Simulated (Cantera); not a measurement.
Feed: 1 mol Al2O3, 0.053 mol N2, equilibrated at 2025 K and 3.60e-5 bar.

These are equilibrium values from Cantera (NASA tables, ideal gas, pure condensed phases), not measurements of a reactor. Candidate condensed phases: Al, AlN, Al2O3; 16 gas species. Equilibrium is a limit: real reactors are often held back by kinetics, nucleation or transport.

Base state: N2 0.999, O 0.000321, Al 0.000231, NO 4.80e-5, AlO 4.26e-5 (mole fractions); condensed: Al2O3(s).

Task: What changes in the equilibrium state with this change: Al2O3 replaced by AlN?

Result: 
| species | before | after |
|---|---|---|
| Al | 0.000231 | 0.644 |
| N2 | 0.999 | 0.356 |
| O | 0.000321 | 0 |
| NO | 4.80e-5 | 0 |
| AlO | 4.26e-5 | 0 |
| Al2O3(s), mol | 1.000 | 0 |
